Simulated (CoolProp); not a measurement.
Hydrogen chloride along the isobar 2.22 MPa: fugacity coefficient from the reference equation and from simpler models built on Tc = 51.5 °C, pc = 8.314 MPa, ω = 0.130; each cubic takes its own stable root.

Model: reference Helmholtz-energy equation of state, Thol 2018, in CoolProp.

```json
[
 {"T (°C)": "27.75", "phase": "gas", "reference": "0.8757"},
 {"T (°C)": "41.15", "phase": "gas", "reference": "0.8918"},
 {"T (°C)": "54.55", "phase": "gas", "reference": "0.9050"},
 {"T (°C)": "67.95", "phase": "gas", "reference": "0.9161"},
 {"T (°C)": "81.45", "phase": "gas", "reference": "0.9256"},
 {"T (°C)": "94.85", "phase": "gas", "reference": "0.9336"},
 {"T (°C)": "108.25", "phase": "gas", "reference": "0.9405"},
 {"T (°C)": "121.65", "phase": "gas", "reference": "0.9466"}
]
```

Problem. How far does each simpler model (van der Waals, Redlich-Kwong, Soave-Redlich-Kwong, Peng-Robinson) lie from the reference over these 8 states: mean and median of the absolute difference, and the worst?

Solution. 
- van der Waals: mean 1.6 %, median 1.4 %, worst +3.4 % at 27.75 °C and 2.22 MPa
- Redlich-Kwong: mean 0.7 %, median 0.6 %, worst +1.5 % at 27.75 °C and 2.22 MPa
- Soave-Redlich-Kwong: mean 0.9 %, median 0.8 %, worst +1.3 % at 27.75 °C and 2.22 MPa
- Peng-Robinson: mean 0.1 %, median 0.2 %, worst -0.2 % at 81.45 °C and 2.22 MPa
